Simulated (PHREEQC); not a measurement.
A PHREEQC speciation (ion-association model, phreeqc.dat) at 25 °C gives pH 4.46 and these molalities:

| species | mol/kgw |
|---|---|
| CuSO4 | 0.0944 |
| SO4-2 | 0.0930 |
| Cu+2 | 0.0854 |
| Na+ | 0.0126 |
| MgSO4 | 0.00269 |
| Mg+2 | 0.00191 |
| NaSO4- | 0.00139 |
| HSO4- | 0.000101 |
| Cu2(OH)2+2 | 6.75e-5 |
| H+ | 4.52e-5 |
| CuOH+ | 9.86e-6 |

**Question.** What are the element totals, and what could have been dissolved in 1 kg of water to give them?

**Answer.** Several could match; the one computed here: totals Cu(2) 0.180, Mg 0.00460, Na 0.0140, S(6) 0.192 mol/kgw, from 180 mmol/kgw CuSO4, 4.6 mmol/kgw MgSO4 and 7 mmol/kgw Na2SO4.

Precipitation was switched off in this run.
